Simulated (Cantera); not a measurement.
## Thermodynamics of chlorosilane synthesis and conversion, feed SiCl4 + Cl2 + H2

A closed system holds: 1 mol SiCl4, 1.3 mol Cl2, a varied amount of H2, equilibrated at 1150 K and 100000 Pa.

Method: chemical equilibrium by Gibbs-energy minimisation in Cantera with the NASA 1993 tables (ideal gas, pure condensed phases). Candidate condensed phases: Si; 19 gas species. The tables' values for SiCl3 are old estimates; treat these amounts as uncertain. The numbers say what is thermodynamically allowed, not how fast it happens.

| n(H2) (mol) | x HCl | x SiCl4 | x H2 | x Cl2 | x SiHCl3 | x Cl | x SiCl3 | x SiCl2 |
|---|---|---|---|---|---|---|---|---|
| 0.49 | 0.351 | 0.358 | 2.45e-10 | 0.289 | 5.07e-12 | 0.00148 | 3.00e-8 | <1e-12 |
| 0.85 | 0.539 | 0.317 | 1.17e-9 | 0.142 | 1.40e-11 | 0.00103 | 3.80e-8 | <1e-12 |
| 1.2 | 0.686 | 0.286 | 9.53e-9 | 0.0283 | 8.06e-11 | 0.000462 | 7.66e-8 | <1e-12 |
| 1.6 | 0.667 | 0.256 | 0.0762 | 3.36e-9 | 0.000593 | 1.59e-7 | 0.000199 | 1.70e-6 |
| 1.9 | 0.620 | 0.237 | 0.142 | 1.56e-9 | 0.00110 | 1.08e-7 | 0.000270 | 3.38e-6 |
| 2.3 | 0.567 | 0.215 | 0.216 | 8.57e-10 | 0.00166 | 8.03e-8 | 0.000332 | 5.59e-6 |
| 2.7 | 0.522 | 0.197 | 0.278 | 5.65e-10 | 0.00213 | 6.52e-8 | 0.000375 | 7.79e-6 |
| 3 | 0.493 | 0.186 | 0.318 | 4.39e-10 | 0.00243 | 5.75e-8 | 0.000400 | 9.41e-6 |
x: gas mole fraction; nothing condenses.

From 0.49 mol H2 to 3 mol H2 nothing is condensed. The main Si-bearing gas is SiCl4 throughout.
